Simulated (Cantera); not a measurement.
**Reactions in the system Cl-Li-O**

Cantera with NASA thermochemical tables; ideal gases at 1 bar, condensed phases pure. Values are per mole of reaction as written; species without (g) are pure solids or liquids, kept so even where they would boil at 1 bar.

O(g) + 2 LiCl(g) ⇌ Li2O + Cl2(g)

```
T (K)  ΔH° (kJ)  ΔS° (J/K)  ΔG° (kJ)  log10 K  condensed phases
-----  --------  ---------  --------  -------  ----------------
300      -456.5     -325.9    -358.7    62.45           Li2O(s)
898      -447.2     -311.2    -167.7     9.75           Li2O(s)
998      -444.5     -308.4    -136.7     7.15           Li2O(s)
1098     -441.3     -305.7    -105.6     5.02           Li2O(s)
1198     -438.1     -303.0     -75.1     3.28           Li2O(s)
1298     -434.8     -300.3     -45.0     1.81           Li2O(s)
1398     -431.3     -297.7     -15.1     0.56           Li2O(s)
1498     -427.6     -295.2      14.6    -0.51           Li2O(s)
1598     -423.9     -292.8      44.0    -1.44           Li2O(s)
1698     -420.0     -290.4      73.1    -2.25           Li2O(s)
1798     -416.0     -288.1     102.1    -2.96           Li2O(s)
1898     -353.4     -254.1     129.0    -3.55           Li2O(l)
```

2 LiCl ⇌ 2 Li(g) + Cl2(g)

```tsv
T (K)	ΔH° (kJ)	ΔS° (J/K)	ΔG° (kJ)	log10 K	condensed phases
300	1135.1	381.9	1020.5	-177.68	LiCl(s)
898	1075.5	303.1	803.4	-46.73	LiCl(l)
998	1070.6	297.8	773.4	-40.48	LiCl(l)
1098	1065.8	293.2	743.8	-35.39	LiCl(l)
1198	1061.2	289.2	714.7	-31.16	LiCl(l)
1298	1056.7	285.6	686.0	-27.61	LiCl(l)
1398	1052.5	282.5	657.6	-24.57	LiCl(l)
1498	1048.5	279.7	629.5	-21.95	LiCl(l)
1598	1044.7	277.3	601.6	-19.67	LiCl(l)
1698	1041.1	275.1	574.0	-17.66	LiCl(l)
1798	1037.7	273.1	546.6	-15.88	LiCl(l)
1898	1034.5	271.4	519.4	-14.29	LiCl(l)
```
